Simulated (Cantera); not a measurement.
Charge: 1 mol SiH2Cl2, 0.036 mol Cl2, 13 mol H2, held at 550 °C and 13.3 mbar.

Equilibrium computed with Cantera from the NASA thermochemical tables; the gas is ideal and each condensed phase is pure. Candidate condensed phases: Si; 19 gas species. The tables' values for SiCl3 are old estimates; treat these amounts as uncertain. Equilibrium is a limit: real reactors are often held back by kinetics, nucleation or transport.

Base state: H2 0.959, SiCl4 0.0285, SiHCl3 0.00808, HCl 0.00408, SiH2Cl2 0.000193, SiCl3 7.80e-5, SiCl2 1.91e-5 (mole fractions); condensed: Si(s).

Task: What changes in the equilibrium state with this change: temperature from 550 °C to 652 °C?

Result: 
```tsv
species	before	after
H2	0.959	0.953
SiCl4	0.0285	0.0265
HCl	0.00408	0.0125
SiCl2	1.91e-5	0.000237
SiCl3	7.80e-5	0.000398
Si(s), mol	0.466	0.496
```
